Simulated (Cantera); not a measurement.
A perfectly stirred reactor is fed with NH₃ : H₂ = 1 : 10 (molar parts), at 13300 Pa; it is held at 1975 K, and followed from long to short residence time.

Cantera simulation using the gas-phase N/H chemistry of the illustrative SiF4/NH3 mechanism in the Surface Chemkin manual (1991); the numbers are that mechanism's predictions, not measurements. Walls and surfaces, which speed up NH3 decomposition in real reactors, are not modelled.

Q: What does this change do: pressure from 13300 Pa to 101000 Pa?

A: 
```tsv
quantity	before	after
x(NH₃) at τ = 9.20 s	0.00310	0.00363
x(H₂) at τ = 9.20 s	0.954	0.955
x(N₂) at τ = 9.20 s	0.0402	0.0400
x(H) at τ = 9.20 s	0.00275	0.00130
x(NH) at τ = 9.20 s	2.59e-6	6.80e-7
x(NH₃) at τ = 87.0 ms	0.0756	0.0468
x(H₂) at τ = 87.0 ms	0.916	0.932
x(N₂) at τ = 87.0 ms	0.00689	0.0201
x(H) at τ = 87.0 ms	0.000854	0.000867
x(NH) at τ = 87.0 ms	6.50e-6	4.04e-6
```

Q: What does this change do: NH3 1 to 0.38 parts?

A: 
```tsv
quantity	before	after
x(NH₃) at τ = 9.20 s	0.00310	0.00156
x(H₂) at τ = 9.20 s	0.954	0.978
x(N₂) at τ = 9.20 s	0.0402	0.0169
x(H) at τ = 9.20 s	0.00275	0.00329
x(NH) at τ = 9.20 s	2.59e-6	1.77e-6
x(NH₃) at τ = 87.0 ms	0.0756	0.0312
x(H₂) at τ = 87.0 ms	0.916	0.965
x(N₂) at τ = 87.0 ms	0.00689	0.00256
x(H) at τ = 87.0 ms	0.000854	0.00117
x(NH) at τ = 87.0 ms	6.50e-6	4.59e-6
```
